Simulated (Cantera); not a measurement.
Input (Python, Cantera):

```python
import numpy as np
import cantera as ct

surf = ct.Interface("diamond.yaml", "diamond_100")
gas, bulk = surf.adjacent["gas"], surf.adjacent["diamond"]
k = surf.kinetics_species_index(bulk.species_names[0])
cover = ["c6HH", "c6H*", "c6*H", "c6**", "c6HM", "c6B"]

rows, drift = [], 0.0
print(f"{'xH':>10s}{'um/h':>11s}" + "".join(f"{s:>11s}" for s in cover))
for v in [0.0001, 0.00026, 0.00067, 0.0017, 0.0044, 0.011, 0.03, 0.077, 0.2]:
    T, P, xH, xCH3 = 1398, 1400, v, 0.00025
    gas.TPX = T, P, {"H": xH, "CH3": xCH3, "CH4": 0.025, "H2": 1 - xH - xCH3 - 0.025}
    surf.TP = bulk.TP = T, P
    surf.coverages = "c6H*:0.1, c6HH:0.9"
    surf.advance_coverages(100.0)
    before = surf.coverages
    surf.advance_coverages(100.0)
    drift = max(drift, np.max(np.abs(surf.coverages - before) / (surf.coverages + 1e-9)))
    rate = surf.net_production_rates[k] * bulk.mean_molecular_weight / bulk.density * 3.6e9
    rows.append([rate, *surf[cover].coverages])
    print(f"{v:10.4g}{rate:11.4e}" + "".join(f"{x:11.3e}" for x in rows[-1][1:]))
```

Output:

```
        xH       um/h       c6HH       c6H*       c6*H       c6**       c6HM        c6B
    0.0001 9.5976e-04  7.011e-01  2.902e-02  2.664e-01  3.370e-03  8.424e-06  2.604e-12
   0.00026 7.9148e-03  5.510e-01  4.300e-02  3.947e-01  1.105e-02  1.257e-05  2.148e-11
   0.00067 4.3711e-02  4.380e-01  5.265e-02  4.834e-01  2.558e-02  1.589e-05  1.186e-10
    0.0017 1.5514e-01  3.753e-01  5.715e-02  5.246e-01  4.237e-02  1.878e-05  4.210e-10
    0.0044 3.7458e-01  3.450e-01  5.886e-02  5.402e-01  5.536e-02  2.231e-05  1.016e-09
     0.011 6.3110e-01  3.325e-01  5.944e-02  5.454e-01  6.232e-02  2.570e-05  1.713e-09
      0.03 8.9189e-01  3.270e-01  5.971e-02  5.473e-01  6.581e-02  2.797e-05  2.420e-09
     0.077 1.1705e+00  3.250e-01  5.991e-02  5.478e-01  6.719e-02  2.818e-05  3.176e-09
       0.2 1.6511e+00  3.241e-01  6.027e-02  5.477e-01  6.786e-02  2.622e-05  4.480e-09
```

Computed with Cantera and the Harris–Goodwin 1993 mechanism for the reconstructed diamond (100) surface.
